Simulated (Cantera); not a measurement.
Input: 1 mol SiF4, 6.4 mol O2, 0.22 mol H2O, equilibrated at 700 °C and 32.0 Pa.

Equilibrium computed with Cantera from the NASA thermochemical tables; the gas is ideal and each condensed phase is pure. Candidate condensed phases: H2O, Si, SiO2; 38 gas species. Rates play no part.

Problem. What is the equilibrium state?

Solution. x(O2): 0.828
x(SiF4): 0.115
x(HF): 0.0561
x(H2O): 0.000424
n(SiO2(β-quartz)): 0.108 mol
gas amount: 7.728 mol
log10 activity of Si(s) (absent): -35.87
